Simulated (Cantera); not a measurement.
# Catalytic combustion on Pt

An isothermal plug-flow reactor at 900 K and 0.630 bar (inlet), inlet velocity 4.6 m/s, active area per volume 230 1/m; feed 0.612 % H2, 2.69 % O2, 96.7 % N2.

Cantera simulation using Deutschmann's 1995 Pt surface mechanism with GRI-Mech 3.0 gas chemistry; the numbers are that mechanism's predictions, not measurements. Catalytic surfaces can have several steady states; this one follows from the mechanism file's or the stated starting coverage. Mass transfer to the wall is taken as infinitely fast.

```
z (m)        x H2    x O2     x H2O  θ free Pt   θ O*    θ OH*
-------  --------  ------  --------  ---------  -----  -------
0.00012   0.00555  0.0267  0.000569      0.431  0.567  0.00166
0.00025   0.00504  0.0264   0.00108      0.398  0.601  0.00165
0.00054   0.00416  0.0260   0.00197      0.342  0.656  0.00164
0.0012    0.00289  0.0254   0.00324      0.273  0.725  0.00162
0.0025    0.00163  0.0247   0.00450      0.222  0.777  0.00159
0.0054   0.000565  0.0242   0.00557      0.190  0.808  0.00158
0.012     6.36e-5  0.0240   0.00607      0.179  0.820  0.00157
```
x: gas mole fraction; θ: surface coverage.
